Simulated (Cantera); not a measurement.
# Fluorocarbon and chlorocarbon gases: CHF3 + H2

Charge: 1 mol CHF3, 0.11 mol H2, equilibrated at 0.210 bar.

Equilibrium computed with Cantera from the NASA thermochemical tables; the gas is ideal and each condensed phase is pure. Candidate condensed phases: C, C6H6, C7H8, C8H18; 95 gas species. The tables' values for C2F4 are old estimates; treat these amounts as uncertain. Gases not in the tables: C2F6 and larger saturated fluorocarbons. Kinetics and transport are ignored.

```tsv
T (K)	x HF	x CF4	x CF2	x F	x CF	x CF3	n C(graphite)
1673	0.732	0.267	0.000486	6.31e-5	4.18e-8	0.000112	0.555
1823	0.732	0.265	0.00250	0.000411	7.27e-7	0.000426	0.553
1973	0.728	0.259	0.00987	0.00200	8.11e-6	0.00129	0.547
2123	0.716	0.241	0.0311	0.00770	6.32e-5	0.00323	0.530
2273	0.689	0.201	0.0791	0.0241	0.000363	0.00650	0.492
2423	0.639	0.132	0.156	0.0613	0.00157	0.00985	0.428
2573	0.577	0.0574	0.226	0.125	0.00506	0.0100	0.368
2723	0.526	0.0155	0.235	0.204	0.0124	0.00666	0.374
```
x: gas mole fraction; n: condensed amount in mol.

From 1673 K to 2723 K the condensed part is C(graphite). The main C-bearing gas is CF4 at 1673 K and CF2 at 2723 K. The share of C in condensed phases is highest at 1673 K (55.5 %) and lowest at 2573 K (36.8 %).
